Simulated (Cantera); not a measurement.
A perfectly stirred reactor is fed with 5.95 % H₂, 1.52 % O₂, 92.5 % N₂, at 0.132 atm; it is held at 1100 K, and followed from long to short residence time.

Cantera simulation using the H2/O2 subset of GRI-Mech 3.0, which has no nitrogen chemistry; the numbers are that mechanism's predictions, not measurements.

### Question
Predict: x(H₂) at τ = 1.50 s; x(O₂) at τ = 1.50 s; x(HO₂) at τ = 1.50 s; x(H) at τ = 1.50 s; x(H₂O) at τ = 1.50 s; x(H₂) at τ = 44.0 ms; x(O₂) at τ = 44.0 ms; x(HO₂) at τ = 44.0 ms; x(H) at τ = 44.0 ms; x(H₂O) at τ = 44.0 ms.

### Answer
x(H₂) at τ = 1.50 s: 0.0287
x(O₂) at τ = 1.50 s: 3.78e-5
x(HO₂) at τ = 1.50 s: 3.56e-9
x(H) at τ = 1.50 s: 0.00180
x(H₂O) at τ = 1.50 s: 0.0308
x(H₂) at τ = 44.0 ms: 0.0257
x(O₂) at τ = 44.0 ms: 0.000287
x(HO₂) at τ = 44.0 ms: 2.69e-8
x(H) at τ = 44.0 ms: 0.00871
x(H₂O) at τ = 44.0 ms: 0.0301
